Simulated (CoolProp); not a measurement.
CH2F2 (R32) at 298.15 K and 0.306 MPa is throttled through a valve to 0.055 MPa with no heat exchange. Each further row changes one setting.

The numbers come from the reference Helmholtz-energy equation of state, Tillner-Roth 1997 in CoolProp.

```json
[
 {"case": "as stated", "temperature change (K)": "(withheld)", "final density (kg/m³)": "(withheld)"},
 {"case": "outlet pressure 0.0165 MPa", "temperature change (K)": "(withheld)", "final density (kg/m³)": "(withheld)"},
 {"case": "outlet pressure 0.0715 MPa", "temperature change (K)": "(withheld)", "final density (kg/m³)": "(withheld)"}
]
```

Problem. Some entries are withheld; supply them.

Solution. 
- as stated, temperature change (K): -6.6
- as stated, final density (kg/m³): 1.19
- outlet pressure 0.0165 MPa, temperature change (K): -7.7
- outlet pressure 0.0165 MPa, final density (kg/m³): 0.356
- outlet pressure 0.0715 MPa, temperature change (K): -6.2
- outlet pressure 0.0715 MPa, final density (kg/m³): 1.55
